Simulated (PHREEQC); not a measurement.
Synthetic water in mg/L, 20 °C, pH 6.97, pe 11.6:

| constituent | mg/L |
|---|---|
| Na | 3.43 |
| K | 0.938 |
| Ca | 1.48 |
| Mg | 0.808 |
| Cl | 0.998 |
| S(6) as SO4 | 7.13 |
| Alkalinity as HCO3 | 8.2 |
| Pb | 0.75 |
| Li | 0.00311 |
| Zn | 0.00522 |
| O(0) (dissolved oxygen) | 0.0853 |

Na is adjusted to close the charge balance.
Valence states are taken as typed.

The numbers come from PHREEQC with the ion-association model, phreeqc.dat.

| quantity | before | after |
|---|---|---|
| HCO3- (mol/kgw) | 0.000131 | 0.000132 |
| CO2 (mol/kgw) | 3.30e-5 | 6.65e-5 |
| Pb+2 (mol/kgw) | 1.73e-6 | 2.24e-6 |
| PbCO3 (mol/kgw) | 1.37e-6 | 8.98e-7 |
| MgSO4 (mol/kgw) | 4.08e-7 | 4.08e-7 |
| CaSO4 (mol/kgw) | 3.78e-7 | 3.78e-7 |
| SI of Cerussite (PbCO3) | +0.09 | -0.10 |
| SI of Pb(OH)2 (Pb(OH)2) | -0.19 | -0.68 |

**Question.** What was changed between the two runs?
(A) all concentrations times 3 at the same typed pH
(B) pH from 6.97 to 7.47 at the same alkalinity
(C) temperature from 20 to 30 °C at the same typed pH
(D) pH from 6.97 to 6.67 at the same alkalinity
(E) Li from 0.00311 to 0.00155 mg/L

**Answer.** D, pH from 6.97 to 6.67 at the same alkalinity

No solid was allowed to form. Some of these states are supersaturated (in Cerussite, for instance).
